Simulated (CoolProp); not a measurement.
Oxygen at 293.15 K and 5.87 MPa flows at 13 m/s in a round tube of 25 mm bore and 15 µm roughness, fully developed (64/Re and Nu = 3.66 if laminar; Colebrook and Gnielinski if turbulent). Each further row changes one setting.

Computed with CoolProp (reference Helmholtz-energy equation of state, Schmidt 1985).

```csv
case,Reynolds number,Darcy friction factor,pressure drop (Pa/m),heat-transfer coefficient (W/(m² K)),mass flow (kg/h)
as stated,1200000,0.0178,4800,___,___
velocity 26 m/s,2400000,___,19000,___,___
diameter 50 mm,2400000,0.0153,2060,2220,7350
```

Task: Fill in the missing entries.

Result: 
- as stated, heat-transfer coefficient (W/(m² K)): 2610
- as stated, mass flow (kg/h): 1840
- velocity 26 m/s, Darcy friction factor: 0.0176
- velocity 26 m/s, heat-transfer coefficient (W/(m² K)): 5160
- velocity 26 m/s, mass flow (kg/h): 3670

Viscosity comes from a separate model (Lemmon 2004). Thermal conductivity comes from a separate model (Lemmon 2004).
